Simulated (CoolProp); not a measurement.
Vapour-liquid equilibrium of CH2F2 (R32) (1) + propylene (2) at 308.9 K; x and y are mole fractions of (1).

Values from CoolProp's multi-fluid Helmholtz-energy mixture model, Tillner-Roth 1997 and Lemmon 2013; pair parameters Bell 2016.

```csv
x,"bubble pressure, mixture model (kPa)","bubble pressure, Raoult's law (kPa)","y, mixture model","y, Raoult's law"
0.05,1671,1532,0.120,0.073
0.2,2069,1643,0.340,0.272
0.35,2322,1753,0.471,0.446
0.5,2473,1863,0.571,0.599
0.65,2539,1974,0.664,0.735
0.8,2513,2084,0.769,0.857
0.95,2342,2195,0.923,0.966
```

The largest gap from Raoult's law is +32.7 % in bubble pressure, at x = 0.5. y crosses x between x = 0.65 and 0.8: the model has an azeotrope there.

Pair parameters are fitted to limited data, so mixtures are less certain than the pure fluids.
